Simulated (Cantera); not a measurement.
An adiabatic, constant-pressure homogeneous reactor starts with CH4 : O2 : N2 : H2O : C2H6 = 1 : 1.43 : 5.37 : 0.17 : 0.039 (molar parts), equivalence ratio 1.5, at 1475 K and 5.00 bar.

Cantera simulation using GRI-Mech 3.0 (53 species, 325 reactions); the numbers are that mechanism's predictions, not measurements.

Task: Predict: time of steepest temperature rise; temperature at 2.00 s; equilibrium temperature; x(O2) at 2.00 s; x(H2O) at 2.00 s; x(H2O2) at 2.00 s.

Result: 
```
Item                                                                  Result
---------------------------------  -----------------------------------------
time of steepest temperature rise                                   0.276 ms
temperature at 2.00 s                                                 2753 K
equilibrium temperature                                               2753 K
x(O2) at 2.00 s                    0.000418 (gas-phase equilibrium 0.000418)
x(H2O) at 2.00 s                         0.181 (gas-phase equilibrium 0.181)
x(H2O2) at 2.00 s                    9.54e-8 (gas-phase equilibrium 9.54e-8)
```
